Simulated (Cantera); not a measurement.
Mixture: CH4 : O2 : N2 : H2O = 1 : 1.82 : 6.84 : 0.63 (molar parts), equivalence ratio 1.1, at 10.0 bar, adiabatic and at constant volume. Ignition delay is the time to a rise of 400 K.

Detailed kinetics in Cantera: GRI-Mech 3.0 (53 species, 325 reactions).

Question: Predict: delay at 1298 K; delay at 1448 K; delay at 1598 K; delay at 1748 K; delay at 1898 K; apparent activation energy between 1823 and 1973 K.

Answer: 
```
Property                                                 Value
--------------------------------------------------  ----------
delay at 1298 K                                        1.58 ms
delay at 1448 K                                       0.337 ms
delay at 1598 K                                        82.5 µs
delay at 1748 K                                        23.4 µs
delay at 1898 K                                        8.10 µs
apparent activation energy between 1823 and 1973 K  190 kJ/mol
```
